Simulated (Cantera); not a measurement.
A closed system holds: 1 mol Si3N4, 0.11 mol CO2, 520 mol N2, held at 3230 Torr.

Cantera equilibrium calculation (NASA polynomials, part measured and part estimated; ideal gas, pure solids and liquids). Candidate condensed phases: C, Si, SiC, SiO2, Si2N2O, Si3N4; 34 gas species. Mutual solubility and eutectic melting of coexisting phases are not modelled. Kinetics and transport are ignored. All values below are at 1275 K.

Base state: N2 1.00 (mole fractions); condensed: C(graphite) + Si2N2O(s) + Si3N4(s).

What changes in the equilibrium state with this change: Si3N4 replaced by Si?


```tsv
species	before	after
N2	1.00	1.00
C(graphite), mol	0.110	0.110
Si2N2O(s), mol	0.220	0.220
Si3N4(s), mol	0.853	0.187
```
N2 is the only nitrogen source here; it is nearly inert below about 1500 K, so the nitride shown seldom forms there in practice.
